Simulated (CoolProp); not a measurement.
cis-2-butene along the isotherm 252.8 K: fugacity coefficient from the reference equation and from simpler models built on Tc = 435.8 K, pc = 4236 kPa, ω = 0.202; each cubic takes its own stable root.

Computed with CoolProp (reference Helmholtz-energy equation of state, Lemmon 2005). It is a short technical equation, of lower accuracy than the large ones.

```tsv
p (kPa)	phase	reference	van der Waals	Redlich-Kwong	Soave-Redlich-Kwong
3260	liquid	0.01248	0.1039	0.02086	0.01259
6520	liquid	0.007103	0.06396	0.01202	0.007238
9780	liquid	0.005388	0.05235	0.009232	0.005544
13000	liquid	0.004602	0.04812	0.007978	0.004781
16300	liquid	0.004178	0.04705	0.007329	0.004383
19600	liquid	0.003954	0.04788	0.007014	0.004187
22800	liquid	0.003850	0.04999	0.006904	0.004114
26100	liquid	0.003823	0.05328	0.006931	0.004123
29300	liquid	0.003855	0.05750	0.007062	0.004194
32600	liquid	0.003935	0.06292	0.007285	0.004320
35800	liquid	0.004053	0.06927	0.007579	0.004488
39100	liquid	0.004211	0.07707	0.007957	0.004706
42400	liquid	0.004405	0.08628	0.008409	0.004967
```
